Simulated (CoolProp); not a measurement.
A simple Rankine cycle with R1233zd(E): condensing at 302.15 K, boiler at 0.9 MPa, turbine inlet 371.4 K, turbine efficiency 0.7, pump efficiency 0.7, no recuperator. Each further row changes one setting.

Model: reference Helmholtz-energy equation of state, Akasaka 2022, in CoolProp.

```csv
case,thermal efficiency (%),net work (kJ/kg),heat in (kJ/kg),turbine exit temperature (K),volume ratio over the turbine
as stated,10.1,23.7,235,328.6,6.25
turbine inlet 391.4 K,10.1,…,255,349.8,6.09
condensing temperature 294.15 K,11.3,27.5,244,323.3,8.25
boiler pressure 0.63 MPa,8.4,20.2,240,339.3,…
turbine efficiency 0.6,8.6,20.2,235,…,6.34
```

Problem. What belongs in the gaps?

Solution. 
- turbine inlet 391.4 K, net work (kJ/kg): 25.8
- boiler pressure 0.63 MPa, volume ratio over the turbine: 4.21
- turbine efficiency 0.6, turbine exit temperature (K): 332.8
